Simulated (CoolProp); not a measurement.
Values from CoolProp's reference Helmholtz-energy equation of state, Thol 2019.

Question: For n-pentane, give the phase and the speed of sound (m/s), isothermal compressibility (1/MPa), viscosity (µPa s), Prandtl number at 406.3 K and 1950 kPa; 429.7 K and 1950 kPa; 523.1 K and 1950 kPa.

Answer: 
- 406.3 K and 1950 kPa: liquid; speed of sound 504, isothermal compressibility 0.0110, viscosity 60.4, Prandtl number 2.24
- 429.7 K and 1950 kPa: liquid; speed of sound 368, isothermal compressibility 0.0243, viscosity 43.5, Prandtl number 1.93
- 523.1 K and 1950 kPa: gas; speed of sound 218, isothermal compressibility 0.610, viscosity 10.9, Prandtl number 0.664

Viscosity comes from a separate model (Quiñones-Cisneros 2006), older than the equation that it now runs on, and unchecked against measurements. Thermal conductivity comes from a separate model (Vassiliou 2015).
